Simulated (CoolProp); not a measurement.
1000 sccm (0 °C, 1 atm) of nitrogen bubbles through liquid toluene at 361.5 K and leaves saturated at a total pressure of 0.15 MPa (ideal gas phase). Each further row changes one setting.

Computed with CoolProp (reference Helmholtz-energy equation of state, Lemmon 2006). It is a short technical equation, of lower accuracy than the large ones.

```csv
case,vapour pressure (kPa),mole fraction of vapour,delivery (mg/min),delivery (sccm),change of delivery for a bath 1 K warmer (%)
as stated,51.5,…,…,522,5.1
bath temperature 366.5 K,60.4,…,…,…,…
total pressure 0.3 MPa,51.5,0.172,…,…,4.0
```

Q: Some entries are withheld; supply them.

A: 
- as stated, mole fraction of vapour: 0.343
- as stated, delivery (mg/min): 2150
- bath temperature 366.5 K, mole fraction of vapour: 0.403
- bath temperature 366.5 K, delivery (mg/min): 2770
- bath temperature 366.5 K, delivery (sccm): 675
- bath temperature 366.5 K, change of delivery for a bath 1 K warmer (%): 5.5
- total pressure 0.3 MPa, delivery (mg/min): 851
- total pressure 0.3 MPa, delivery (sccm): 207
